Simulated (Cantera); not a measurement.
Input: 1 mol Si₂H₆, 0.13 mol Cl₂, 120 mol N₂, equilibrated at 1.90 mbar.

Cantera equilibrium calculation (NASA polynomials, part measured and part estimated; ideal gas, pure solids and liquids). Candidate condensed phases: NH₄Cl, Si, Si₃N₄; 28 gas species. The feed counts by its element totals alone. N₂ is the only nitrogen source here; it is nearly inert below about 1500 K, so the nitride shown seldom forms there in practice. Kinetics and transport are ignored.

### Question
Which condensed phases are stable at each of these points (T (K)): 1200, 1250, 1300, 1350, 1400, 1450, 1500, 1550, 1600, 1650, 1700, 1750?

### Answer
```csv
T (K),condensed phases,Si condensed (%)
1200,Si₃N₄(s),100.0
1250,Si₃N₄(s),100.0
1300,Si₃N₄(s),100.0
1350,Si₃N₄(s),100.0
1400,Si₃N₄(s),99.9
1450,Si₃N₄(s),99.8
1500,Si₃N₄(s),99.7
1550,Si₃N₄(s),99.4
1600,Si₃N₄(s),99.0
1650,Si₃N₄(s),98.1
1700,Si₃N₄(s),95.8
1750,Si(l),92.5
```

From 1200 K to 1700 K the condensed part is Si₃N₄(s). At 1750 K the condensed part is Si(l).
